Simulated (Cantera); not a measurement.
A closed system holds: 1 mol Cu2O, 110 mol H2, 0.25 mol H2O, held at 998 K and 37.0 mbar.

Method: chemical equilibrium by Gibbs-energy minimisation in Cantera with the NASA 1993 tables (ideal gas, pure condensed phases). Candidate condensed phases: Cu, CuO, Cu(OH)2, Cu2O, H2O; 12 gas species. Equilibrium is a limit: real reactors are often held back by kinetics, nucleation or transport.

Base state: H2 0.989, H2O 0.0113 (mole fractions); condensed: Cu(s).

Question: What changes in the equilibrium state with this change: Cu2O replaced by Al2O3?

Answer: 
```tsv
species	before	after
H2	0.989	0.998
H2O	0.0113	0.00227
Cu(s), mol	2.00	0
Al2O3(s), mol	0	1.00
```
Further candidate phases: Al, Al2O3.
